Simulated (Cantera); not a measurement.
An isothermal, constant-pressure homogeneous reactor starts with 1.06 % CO, 1.26 % O2, 0.929 % H2O, 96.7 % N2, equivalence ratio 0.42, at 1500 K and 1.00 atm.

Detailed kinetics in Cantera: GRI-Mech 3.0 (53 species, 325 reactions).

One state of this run: x CO = 6.13e-7; x O2 = 0.00729; x H2O = 0.00933; x OH = 1.03e-5; x HO2 = 4.78e-9. x: mole fraction; the columns are a selection and need not sum to one.

Which value of t (s) does it belong to?
A. 0.00245
B. 1.00e-6
C. 6.00
D. 0.265

C, 6.00
